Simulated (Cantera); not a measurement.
# Ignition delay

Mixture: CO : H2 : O2 : N2 : CO2 = 1 : 0.075 : 0.448 : 1.68 : 0.12 (molar parts), equivalence ratio 1.2, at 1.00 bar, adiabatic and at constant pressure. Ignition delay is the time to a rise of 400 K.

Computed with Cantera and GRI-Mech 3.0 (53 species, 325 reactions). Where the delays flatten at high temperature, the 400 K rule measures the pace of heat release, not the induction time.

```tsv
T0 (K)	delay (ms)
1273	0.112
1373	0.0911
1473	0.0823
1573	0.0805
1673	0.0832
1773	0.0892
1873	0.0974
1973	0.108
2073	0.120
2173	0.133
```
